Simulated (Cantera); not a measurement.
## Adiabatic ignition

An adiabatic, constant-volume homogeneous reactor starts with CH₄ : C₂H₆ : C₃H₈ : O₂ : N₂ : H₂O = 1 : 0.16 : 0.18 : 3.89 : 28.8 : 1.6 (molar parts), equivalence ratio 0.89, at 1173 K and 410000 Pa.

Computed with Cantera and GRI-Mech 3.0 (53 species, 325 reactions). GRI-Mech 3.0 was tuned for natural gas; its chemistry of propane as a main component is partial and can be far from experiment.

```csv
t (s),T (K),P (bar),x CH₄,x C₂H₆,x C₃H₈,x NO,x C₂H₄
2.00e-6,1173,4.10,0.0281,0.00449,0.00505,<1e-12,1.73e-8
7.19e-6,1173,4.10,0.0281,0.00449,0.00505,<1e-12,1.05e-7
2.58e-5,1173,4.10,0.0281,0.00449,0.00505,<1e-12,4.75e-7
9.28e-5,1173,4.10,0.0281,0.00449,0.00505,<1e-12,2.48e-6
0.000334,1173,4.10,0.0281,0.00448,0.00504,<1e-12,2.47e-5
0.00120,1175,4.11,0.0279,0.00437,0.00485,<1e-12,0.000370
0.00431,2401,8.48,<1e-12,<1e-12,<1e-12,0.000509,<1e-12
0.0155,2394,8.46,<1e-12,<1e-12,<1e-12,0.00317,<1e-12
0.0557,2391,8.45,<1e-12,<1e-12,<1e-12,0.00436,<1e-12
0.200,2391,8.45,<1e-12,<1e-12,<1e-12,0.00438,<1e-12
```
x: mole fraction; the columns are a selection and need not sum to one.

```
Quantity                                                           Value
---------------------------------  -------------------------------------
time of steepest temperature rise                                3.12 ms
temperature at 0.200 s                                            2391 K
equilibrium temperature                                           2391 K
x(CH₄) at 0.200 s                  <1e-12 (gas-phase equilibrium <1e-12)
x(C₂H₆) at 0.200 s                 <1e-12 (gas-phase equilibrium <1e-12)
x(C₃H₈) at 0.200 s                 <1e-12 (gas-phase equilibrium <1e-12)
```
